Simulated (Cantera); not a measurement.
Standard-state values (1 bar) from the NASA 1993 polynomials, evaluated with Cantera. Values are per mole of reaction as written; species without (g) are pure solids or liquids, kept so even where they would boil at 1 bar.

Ta2O5 + 10 N(g) = 2 Ta + 5 N2O(g), with ΔH° = -2273.0 kJ and ΔS° = -493.8 J/K at 300 K.

Question: How far is the shortcut ΔG° ≈ ΔH°(300 K) − T·ΔS°(300 K) from the full temperature-dependent value at 575, 625, 675, 725, 775, 825, 875 K?

Answer: 
```json
[
 {"T (K)": "575", "shortcut (kJ)": "-1989.0", "full (kJ)": "-1979.9", "difference (kJ)": "-9.1", "difference in log10 K": "0.83"},
 {"T (K)": "625", "shortcut (kJ)": "-1964.3", "full (kJ)": "-1952.2", "difference (kJ)": "-12.1", "difference in log10 K": "1.01"},
 {"T (K)": "675", "shortcut (kJ)": "-1939.6", "full (kJ)": "-1924.2", "difference (kJ)": "-15.5", "difference in log10 K": "1.20"},
 {"T (K)": "725", "shortcut (kJ)": "-1914.9", "full (kJ)": "-1895.8", "difference (kJ)": "-19.1", "difference in log10 K": "1.38"},
 {"T (K)": "775", "shortcut (kJ)": "-1890.3", "full (kJ)": "-1867.3", "difference (kJ)": "-22.9", "difference in log10 K": "1.55"},
 {"T (K)": "825", "shortcut (kJ)": "-1865.6", "full (kJ)": "-1838.5", "difference (kJ)": "-27.0", "difference in log10 K": "1.71"},
 {"T (K)": "875", "shortcut (kJ)": "-1840.9", "full (kJ)": "-1809.6", "difference (kJ)": "-31.3", "difference in log10 K": "1.87"}
]
```
The shortcut ignores the heat-capacity change of the reaction.
